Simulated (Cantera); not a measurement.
Cantera run:

```python
import numpy as np
import cantera as ct

gas_names = [...]  # 58 gases of nasa_gas.yaml made of F, H, N, O, Si
cond_names = """
    H2O(s) H2O(L) Si(cr) Si(L) SiO2(Lqz) SiO2(hqz) SiO2(L) Si2N2O(s) Si3N4(a)
""".split()


# ... load() reads the species with a 1 bar reference pressure and builds the phases ...
atoms = {
    'SiF4': {'Si': 1, 'F': 4},
    'NO': {'N': 1, 'O': 1},
    'H2': {'H': 2},
}
top_T = {'Si2N2O(s)': 2100, 'Si3N4(a)': 2400}  # K; cautious upper limits of use, not melting points


# ... equilibrate(T, P, feed) seeds the gas with the atoms and calls Mixture.equilibrate('TP', solver="vcs", rtol=1e-11, max_steps=5000) ...
results = []
feed = {'SiF4': 1, 'NO': 0.11, 'H2': 0.95}  # mol
T = 1198  # K
P = 6800  # Pa
mix = equilibrate(T, P, feed)
results.append((T, P, feed, dict(zip(mix.species_names, mix.species_moles))))
print(gas.report(threshold=1e-06))
for i in range(1, mix.n_phases):
    print(f"{mix.phase(i).name:16s} {mix.phase_moles(i):12.5e} mol")
```

Output:

```
       temperature   1198 K
          pressure   6800 Pa
           density   0.035234 kg/m^3
  mean mol. weight   51.611 kg/kmol
   phase of matter   gas

                          1 kg             1 kmol
                     ---------------   ---------------
          enthalpy        -1.392e+07       -7.1843e+08  J
   internal energy       -1.4113e+07       -7.2839e+08  J
           entropy            6189.1        3.1942e+05  J/K
    Gibbs function       -2.1335e+07       -1.1011e+09  J
 heat capacity c_p            1252.9             64664  J/K
 heat capacity c_v            1091.8             56349  J/K

                      mass frac. Y      mole frac. X     chem. pot. / RT
                     ---------------   ---------------   ---------------
                HF          0.039265           0.10129           -55.494
                H2          0.015948           0.40828           -21.557
               H2O         0.0010012         0.0028685           -58.279
                N2          0.014513          0.026737           -31.659
              SiF3        3.7445e-05        2.2715e-05           -161.68
              SiF4           0.92914           0.46074           -206.39
             SiHF3        9.9532e-05         5.967e-05           -172.46
     [  +51 minor]        2.1248e-07        1.0461e-06

Si(cr)            0.00000e+00 mol
SiO2(hqz)         5.20497e-02 mol
Si2N2O(s)         0.00000e+00 mol
Si3N4(a)          0.00000e+00 mol
```

These are equilibrium values from Cantera (NASA tables, ideal gas, pure condensed phases), not measurements of a reactor. The tables' values for SiF3 are old estimates; treat these amounts as uncertain. The tables hold silica as quartz up to 1696 K and as liquid above; real silica turns to tridymite and cristobalite and melts near 1996 K.
